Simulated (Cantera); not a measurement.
Thermodynamics of silicon carbide growth, feed SiHCl3 + C2H4 + H2

Input: 1 mol SiHCl3, 0.78 mol C2H4, 6.9 mol H2, equilibrated at 830 Pa.

Cantera equilibrium calculation (NASA polynomials, part measured and part estimated; ideal gas, pure solids and liquids). Candidate condensed phases: C, C6H6, C7H8, C8H18, Si, SiC; 109 gas species. The tables' values for SiCl, SiCl3 are old estimates; treat these amounts as uncertain. Gases not in the tables: Si2H6 and higher silanes. Kinetics and transport are ignored.

From 777 °C to 1977 °C the condensed part is C(graphite) + SiC(s). At 2177 °C the condensed part is C(graphite). The main Si-bearing gas is SiCl4 at 777 °C and Si at 2177 °C. The share of Si in condensed phases is highest at 977 °C (97.6 %) and lowest at 2177 °C (0.0 %).

| T (°C) | log p H2 | log p HCl | log p H | log p Si | log p Cl | log p SiCl4 | log p SiCl2 | log p SiC2 | n C(graphite) | n SiC(s) |
|---|---|---|---|---|---|---|---|---|---|---|
| 777 | -2.20 | -2.74 | -9.19 | <-14 | -9.77 | -3.83 | -6.24 | <-14 | 0.750 | 0.807 |
| 977 | -2.22 | -2.63 | -7.43 | -13.73 | -7.91 | -4.99 | -5.29 | <-14 | 0.583 | 0.976 |
| 1177 | -2.23 | -2.63 | -6.14 | -10.74 | -6.63 | -6.16 | -4.77 | -13.69 | 0.584 | 0.975 |
| 1377 | -2.23 | -2.64 | -5.15 | -8.48 | -5.67 | -7.09 | -4.41 | -10.73 | 0.610 | 0.949 |
| 1577 | -2.22 | -2.65 | -4.38 | -6.71 | -4.93 | -7.84 | -4.15 | -8.43 | 0.648 | 0.908 |
| 1777 | -2.23 | -2.68 | -3.76 | -5.29 | -4.34 | -8.49 | -3.96 | -6.58 | 0.695 | 0.848 |
| 1977 | -2.26 | -2.74 | -3.26 | -4.13 | -3.88 | -9.12 | -3.86 | -5.07 | 0.816 | 0.664 |
| 2177 | -2.35 | -2.83 | -2.87 | -3.42 | -3.51 | -9.95 | -4.06 | -4.07 | 1.14 | 0 |
log p: log10 of the partial pressure in bar; n: condensed amount in mol.
